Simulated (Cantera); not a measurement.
**Equilibrium for silicon carbide growth: CH3SiH3 + H2**

Charge: 1 mol CH3SiH3, 110 mol H2, at 10.0 mbar.

These are equilibrium values from Cantera (NASA tables, ideal gas, pure condensed phases), not measurements of a reactor. Candidate condensed phases: C, C6H6, C7H8, C8H18, Si, SiC; 87 gas species. The feed counts by its element totals alone. Gases not in the tables: Si2H6 and higher silanes. The numbers say what is thermodynamically allowed, not how fast it happens.

From 2073 K to 2223 K the condensed part is SiC(s). From 2298 K to 2523 K nothing is condensed. The main Si-bearing gas is Si throughout.

| T (K) | log p H2 | log p H | log p Si | log p C2H2 (acetylene) | log p SiC2 | log p Si2C | log p SiH | n SiC(s) |
|---|---|---|---|---|---|---|---|---|
| 2073 | -2.01 | -3.59 | -4.98 | -5.25 | -6.55 | -6.42 | -6.23 | 0.861 |
| 2148 | -2.02 | -3.39 | -4.62 | -4.90 | -5.88 | -5.93 | -5.94 | 0.662 |
| 2223 | -2.03 | -3.21 | -4.27 | -4.57 | -5.26 | -5.47 | -5.66 | 0.200 |
| 2298 | -2.05 | -3.04 | -4.17 | -4.49 | -5.11 | -5.58 | -5.63 | 0 |
| 2373 | -2.07 | -2.89 | -4.16 | -4.49 | -5.12 | -5.90 | -5.68 | 0 |
| 2448 | -2.09 | -2.75 | -4.16 | -4.50 | -5.15 | -6.22 | -5.75 | 0 |
| 2523 | -2.13 | -2.62 | -4.17 | -4.51 | -5.19 | -6.53 | -5.82 | 0 |
log p: log10 of the partial pressure in bar; n: condensed amount in mol.
